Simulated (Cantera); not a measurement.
An isothermal, constant-pressure homogeneous reactor starts with N₂O : H₂O = 1 : 0.0027 (molar parts), at 1300 K and 0.0263 atm.

Computed with Cantera and GRI-Mech 3.0 (53 species, 325 reactions). GRI-Mech 3.0 was tuned for natural gas; its chemistry of N2O as a main component is partial and can be far from experiment. Radical loss at walls, strong at low pressure, is not modelled. The mechanism lacks the step 2 NO + O2 → 2 NO2, which can matter for NO2 below about 1400 K. The temperature is held fixed by assumption; the heat of reaction is taken as removed at once.

One state of this run: x N₂O = 0.0176; x O₂ = 0.281; x NO = 0.0907; x NO₂ = 4.72e-5; x N₂ = 0.608; x O = 5.15e-6. x: mole fraction; the columns are a selection and need not sum to one.

### Question
Which value of t (s) does it belong to?
A. 8.00e-6
B. 40.0
C. 7.21
D. 0.00137

### Answer
B, 40.0
